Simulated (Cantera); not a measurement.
Mixture: 12.1 % CO, 1.69 % H₂, 11.0 % CH₄, 19.2 % O₂, 55.9 % N₂, at 5.00 bar, adiabatic and at constant volume. Ignition delay is the time to a rise of 400 K.

Detailed kinetics in Cantera: GRI-Mech 3.0 (53 species, 325 reactions). Below about 1000 K GRI-Mech 3.0 lacks low-temperature oxidation paths. Below about 950 K walls govern HO2 and H2O2 in real vessels.

Question: Predict: delay at 900 K; delay at 1000 K; delay at 1100 K; delay at 1200 K; apparent activation energy between 1150 and 1250 K.

Answer: 
```
Property                                                 Value
--------------------------------------------------  ----------
delay at 900 K                                         0.151 s
delay at 1000 K                                        23.7 ms
delay at 1100 K                                        8.02 ms
delay at 1200 K                                        3.01 ms
apparent activation energy between 1150 and 1250 K  120 kJ/mol
```
